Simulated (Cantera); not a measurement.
Cantera run:

```python
import numpy as np
import cantera as ct

gas_names = """
    F F2 H HF H2 H2F2 H3F3 H4F4 H5F5 H6F6 H7F7 N NF NF2 NF3 NH NH2 NH3 N2 N2H2 N2H4 Si SiF SiF2 SiF3
    SiF4 SiH SiHF3 SiH2 SiH2F2 SiH3 SiH3F SiH4 SiN Si2 Si2N Si3
""".split()
cond_names = """
    Si(cr) Si(L) Si3N4(a)
""".split()


# ... load() reads the species with a 1 bar reference pressure and builds the phases ...
atoms = {
    'SiF4': {'Si': 1, 'F': 4},
    'NH3': {'N': 1, 'H': 3},
    'H2': {'H': 2},
}
top_T = {'Si3N4(a)': 2400}  # K; cautious upper limits of use, not melting points


# ... equilibrate(T, P, feed) seeds the gas with the atoms and calls Mixture.equilibrate('TP', solver="vcs", rtol=1e-11, max_steps=5000) ...
results = []
feed = {'SiF4': 1, 'NH3': 0.24, 'H2': 48}  # mol
P = 10000  # Pa
for T in [725, 800, 875, 950, 1025, 1100, 1175]:
    mix = equilibrate(T, P, feed)
    results.append((T, P, feed, dict(zip(mix.species_names, mix.species_moles))))

top = {s: max(r[3][s] / sum(r[3][g] for g in gas_names) for r in results) for s in gas_names}
cols = sorted((s for s in top if top[s] > 1e-06), key=lambda s: -top[s])[:8]
seen = [c for c in cond_names if any(r[3].get(c, 0) > 1e-12 for r in results)]
print("log10 of partial pressures in bar; condensed amounts in mol")
print(f"{'T/K':>10s}" + "".join(f"{s[:9]:>10s}" for s in cols + seen))
for T, P, feed, n in results:
    ng = sum(n[g] for g in gas_names)
    print(f"{T:10.4g}" + "".join(f"{np.log10(max(n[s] / ng * P / 1e5, 1e-99)):10.3f}" for s in cols)
          + "".join(f"{n.get(c, 0):10.4g}" for c in seen))
```

It prints:

```
log10 of partial pressures in bar; condensed amounts in mol
       T/K        H2      SiF4        N2        HF     SiHF3      SiF3       NH3    SiH2F2  Si3N4(a)
       725    -1.010    -2.695    -3.618    -5.995    -6.092   -10.118    -5.488    -9.688  8.26e-06
       800    -1.010    -2.695    -3.617    -5.536    -5.621    -8.854    -5.848    -8.774 2.114e-05
       875    -1.010    -2.696    -3.616    -5.158    -5.233    -7.809    -6.150    -8.018 4.453e-05
       950    -1.010    -2.697    -3.616    -4.840    -4.908    -6.931    -6.407    -7.384  7.84e-05
      1025    -1.010    -2.700    -3.616    -4.570    -4.632    -6.184    -6.628    -6.845 0.0001091
      1100    -1.010    -2.704    -3.616    -4.338    -4.396    -5.541    -6.821    -6.382 8.294e-05
      1175    -1.010    -2.711    -3.615    -4.126    -4.204    -4.995    -6.990    -6.002         0
```

Cantera equilibrium calculation (NASA polynomials, part measured and part estimated; ideal gas, pure solids and liquids). The tables' values for SiF3 are old estimates; treat these amounts as uncertain.
